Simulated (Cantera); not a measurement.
An isothermal, constant-pressure homogeneous reactor starts with 3.33 % NH3, 96.7 % N2, at 1800 K and 0.987 atm.

Detailed kinetics in Cantera: the gas-phase N/H chemistry of the illustrative SiF4/NH3 mechanism in the Surface Chemkin manual (1991). Walls and surfaces, which speed up NH3 decomposition in real reactors, are not modelled.

x: mole fraction; the columns are a selection and need not sum to one.

| t (s) | x NH3 | x N | x H2 | x N2H2 | x N2 | x NH | x NH2 |
|---|---|---|---|---|---|---|---|
| 4.00e-6 | 0.0333 | <1e-12 | 7.06e-8 | <1e-12 | 0.967 | 2.79e-12 | 1.95e-7 |
| 1.13e-5 | 0.0333 | <1e-12 | 2.89e-7 | 1.83e-12 | 0.967 | 3.63e-11 | 6.40e-7 |
| 3.17e-5 | 0.0333 | <1e-12 | [?] | 2.10e-11 | 0.967 | 3.72e-10 | [?] |
| 8.94e-5 | 0.0333 | 4.24e-12 | 2.73e-6 | 1.96e-10 | 0.967 | 3.86e-9 | 5.50e-6 |
| 0.000252 | 0.0333 | 9.62e-11 | [?] | [?] | 0.967 | [?] | [?] |
| 0.000710 | 0.0333 | 6.97e-10 | 2.72e-5 | 1.62e-8 | 0.967 | 2.16e-7 | 4.16e-5 |
| 0.00200 | 0.0332 | 2.76e-9 | 0.000140 | 6.42e-8 | 0.967 | 5.30e-7 | 7.90e-5 |
| 0.00563 | 0.0329 | 8.54e-9 | 0.000603 | 7.63e-8 | 0.966 | 7.00e-7 | 8.19e-5 |
| 0.0159 | 0.0320 | 2.65e-8 | 0.00191 | 7.27e-8 | 0.966 | 9.05e-7 | 7.29e-5 |
| 0.0447 | 0.0296 | 6.97e-8 | 0.00537 | 6.40e-8 | 0.965 | 1.13e-6 | 6.07e-5 |
| 0.126 | 0.0240 | 1.22e-7 | 0.0135 | 4.69e-8 | 0.962 | 1.20e-6 | 4.67e-5 |
| 0.355 | 0.0140 | 1.42e-7 | 0.0280 | 2.26e-8 | 0.958 | 9.95e-7 | 2.95e-5 |
| 1.00 | 0.00427 | 1.13e-7 | 0.0421 | 4.53e-9 | 0.954 | 5.50e-7 | 1.17e-5 |

**Question.** What belongs in the gaps?

**Answer.** 
- 3.17e-5, x H2: 9.27e-7
- 3.17e-5, x NH2: 1.92e-6
- 0.000252, x H2: 7.99e-6
- 0.000252, x N2H2: 1.85e-9
- 0.000252, x NH: 3.86e-8
- 0.000252, x NH2: 1.55e-5
